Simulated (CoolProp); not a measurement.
Vapour-liquid equilibrium of n-heptane (1) + o-xylene (2) at 0.645 bar; x and y are mole fractions of (1).

Model: multi-fluid Helmholtz-energy mixture model, Span 2003 and Zhou 2012; pair parameters Bell 2016, in CoolProp.

Task: Give the bubble temperature and the first vapour's composition at x = 0.05, 0.25, 0.75. Is there an azeotrope?

Result: x = 0.05: 395.5 K, y = 0.193; x = 0.25: 380.3 K, y = 0.590; x = 0.75: 362.6 K, y = 0.911. No azeotrope shows between x = 0.05 and 0.95.

Pair parameters are fitted to limited data, so mixtures are less certain than the pure fluids.
